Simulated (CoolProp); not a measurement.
Properties of octamethylcyclotetrasiloxane (D4) along the isobar 1820 kPa (Tc = 586.5 K, pc = 1347 kPa, ω = 0.598).

Values from CoolProp's reference Helmholtz-energy equation of state, Thol 2015.

```csv
T (K),phase,density (kg/m³),cv (kJ/(kg K)),isothermal compressibility (1/MPa),expansivity (1/kK)
516.1,liquid,675.1,1.867,(withheld),2.517
524.1,liquid,661.1,1.885,0.01931,2.701
532.1,liquid,646.4,1.902,0.02281,2.924
540,liquid,631.0,1.919,0.02732,3.196
548,liquid,614.3,(withheld),0.03349,3.547
556,liquid,596.0,1.954,0.04217,4.010
564,liquid,575.8,1.971,0.05507,4.650
572,liquid,552.9,1.989,0.07577,5.594
580,liquid,(withheld),2.007,0.1130,7.127
588,supercritical,491.5,2.026,0.1932,10.03
596,supercritical,(withheld),2.048,0.4275,17.05
604,supercritical,363.7,(withheld),1.223,33.17
612,supercritical,276.2,2.082,1.690,31.15
620,supercritical,225.6,2.085,1.425,20.10
```

Question: Complete the blanks.

Answer: 
- 516.1, isothermal compressibility (1/MPa): 0.01656
- 548, cv (kJ/(kg K)): 1.937
- 580, density (kg/m³): 525.7
- 596, density (kg/m³): 443.1
- 604, cv (kJ/(kg K)): 2.071
